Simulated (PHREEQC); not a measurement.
Dissolve 0.014 mol/kgw CuSO4 and 0.21 mol/kgw H2SO4 at 35 °C. Closed to the air; pH follows from the charge balance.

Model: ion-association model, wateq4f.dat, run in PHREEQC.

No solid was allowed to form.

**Question.** Predict the pH, activity of water.

**Answer.** pH 0.75; activity of water 0.992.

**Question.** In which forms is Cu present?

**Answer.** Cu+2 73 %, CuSO4 27 % of the Cu.

Complexes and solids missing from the database can't appear.
